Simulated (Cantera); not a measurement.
What does this Cantera script print?

```python
import numpy as np
import cantera as ct

gas_names = """
    B BN BO BO2 B2 B2O B2O2 B2O3 N NO NO2 NO3 N2 N2O O O2 O3
""".split()
cond_names = """
    B(b) B(L) BN(s) B2O3(L)
""".split()


# ... load() reads the species with a 1 bar reference pressure and builds the phases ...
atoms = {
    'B2O3': {'B': 2, 'O': 3},
    'N2': {'N': 2},
}
top_T = {'BN(s)': 3200}  # K; cautious upper limits of use, not melting points


# ... equilibrate(T, P, feed) seeds the gas with the atoms and calls Mixture.equilibrate('TP', solver="vcs", rtol=1e-11, max_steps=5000) ...
results = []
feed = {'B2O3': 1, 'N2': 41}  # mol
P = 10000  # Pa
for T in [1700, 1750, 1800, 1850, 1900, 1950, 2000, 2050, 2100, 2150, 2200, 2250, 2300]:
    mix = equilibrate(T, P, feed)
    results.append((T, P, feed, dict(zip(mix.species_names, mix.species_moles))))

top = {s: max(r[3][s] / sum(r[3][g] for g in gas_names) for r in results) for s in gas_names}
cols = sorted((s for s in top if top[s] > 0.0001), key=lambda s: -top[s])[:5]
seen = [c for c in cond_names if any(r[3].get(c, 0) > 1e-12 for r in results)]
print("log10 of partial pressures in bar; condensed amounts in mol")
print(f"{'T/K':>10s}" + "".join(f"{s[:9]:>10s}" for s in cols + seen))
for T, P, feed, n in results:
    ng = sum(n[g] for g in gas_names)
    print(f"{T:10.4g}" + "".join(f"{np.log10(max(n[s] / ng * P / 1e5, 1e-99)):10.3f}" for s in cols)
          + "".join(f"{n.get(c, 0):10.4g}" for c in seen))
```

Result:

```
log10 of partial pressures in bar; condensed amounts in mol
       T/K        N2      B2O3        BO       BO2        NO   B2O3(L)
      1700    -1.003    -3.107    -6.211    -6.025    -7.446    0.6764
      1750    -1.007    -2.776    -5.810    -5.614    -7.115    0.3007
      1800    -1.010    -2.624    -5.497    -5.322    -6.833         0
      1850    -1.010    -2.625    -5.262    -5.129    -6.588         0
      1900    -1.011    -2.625    -5.041    -4.944    -6.351         0
      1950    -1.011    -2.627    -4.834    -4.767    -6.124         0
      2000    -1.011    -2.628    -4.639    -4.599    -5.905         0
      2050    -1.011    -2.631    -4.454    -4.438    -5.696         0
      2100    -1.011    -2.634    -4.280    -4.285    -5.496         0
      2150    -1.011    -2.638    -4.114    -4.139    -5.305         0
      2200    -1.011    -2.644    -3.957    -4.002    -5.123         0
      2250    -1.011    -2.652    -3.807    -3.872    -4.951         0
      2300    -1.011    -2.663    -3.665    -3.751    -4.788         0
```

These are equilibrium values from Cantera (NASA tables, ideal gas, pure condensed phases), not measurements of a reactor.
